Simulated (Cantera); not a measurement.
Cantera with NASA thermochemical tables; ideal gases at 1 bar, condensed phases pure. Values are per mole of reaction as written; species without (g) are pure solids or liquids, kept so even where they would boil at 1 bar.

2 P₄O₁₀ + 10 NH₃(g) = 8 PH₃(g) + 3 H₂(g) + 10 NO₂(g)

```json
[
 {"T (K)": "350", "ΔH° (kJ)": "___", "ΔS° (J/K)": "___", "ΔG° (kJ)": "___", "log10 K": "___"},
 {"T (K)": "375", "ΔH° (kJ)": "6861.2", "ΔS° (J/K)": "2080.4", "ΔG° (kJ)": "6081.0", "log10 K": "-847.02"},
 {"T (K)": "400", "ΔH° (kJ)": "6859.3", "ΔS° (J/K)": "2075.7", "ΔG° (kJ)": "6029.1", "log10 K": "-787.30"},
 {"T (K)": "425", "ΔH° (kJ)": "6857.2", "ΔS° (J/K)": "2070.5", "ΔG° (kJ)": "5977.2", "log10 K": "-734.62"},
 {"T (K)": "450", "ΔH° (kJ)": "___", "ΔS° (J/K)": "___", "ΔG° (kJ)": "___", "log10 K": "___"},
 {"T (K)": "475", "ΔH° (kJ)": "6852.1", "ΔS° (J/K)": "2059.2", "ΔG° (kJ)": "5874.0", "log10 K": "-645.94"},
 {"T (K)": "500", "ΔH° (kJ)": "6849.1", "ΔS° (J/K)": "2053.1", "ΔG° (kJ)": "5822.6", "log10 K": "-608.27"},
 {"T (K)": "525", "ΔH° (kJ)": "6845.9", "ΔS° (J/K)": "2046.7", "ΔG° (kJ)": "5771.4", "log10 K": "-574.21"},
 {"T (K)": "550", "ΔH° (kJ)": "6842.4", "ΔS° (J/K)": "2040.2", "ΔG° (kJ)": "5720.3", "log10 K": "-543.25"},
 {"T (K)": "575", "ΔH° (kJ)": "6838.6", "ΔS° (J/K)": "2033.5", "ΔG° (kJ)": "5669.3", "log10 K": "-515.01"},
 {"T (K)": "600", "ΔH° (kJ)": "6834.6", "ΔS° (J/K)": "2026.7", "ΔG° (kJ)": "5618.6", "log10 K": "-489.13"}
]
```

Task: Fill in the missing entries.

Result: 
- 350, ΔH° (kJ): 6862.7
- 350, ΔS° (J/K): 2084.5
- 350, ΔG° (kJ): 6133.1
- 350, log10 K: -915.30
- 450, ΔH° (kJ): 6854.8
- 450, ΔS° (J/K): 2065.0
- 450, ΔG° (kJ): 5925.6
- 450, log10 K: -687.81
